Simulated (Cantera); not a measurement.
Mixture: CH4 : O2 : N2 : H2O = 1 : 4.44 : 16.7 : 2.4 (molar parts), at 9.87 atm, adiabatic and at constant pressure. Ignition delay is the time to a rise of 400 K.

Detailed kinetics in Cantera: GRI-Mech 3.0 (53 species, 325 reactions).

Problem. What does this change do: 0.64 parts H2 added?

Solution. 
```
quantity                                                before       after
--------------------------------------------------  ----------  ----------
delay at 1100 K                                        14.5 ms     2.92 ms
delay at 1300 K                                        1.18 ms    0.168 ms
delay at 1500 K                                       0.163 ms     33.1 µs
delay at 1700 K                                        30.7 µs     10.1 µs
delay at 1900 K                                        8.13 µs     3.88 µs
apparent activation energy between 1700 and 1900 K  180 kJ/mol  130 kJ/mol
```
